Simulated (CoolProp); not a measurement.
The numbers come from the reference Helmholtz-energy equation of state, Thol 2018 in CoolProp.

Task: Give the vapour pressure (MPa), liquid density (kg/m³), vapour density (kg/m³), enthalpy of vaporisation (kJ/kg) of saturated hydrogen chloride at 0.45 °C.

Result: 
| T (°C) | p (MPa) | liquid density (kg/m³) | vapour density (kg/m³) | enthalpy of vaporisation (kJ/kg) |
|---|---|---|---|---|
| 0.45 | 2.62 | 926 | 56.4 | 310 |
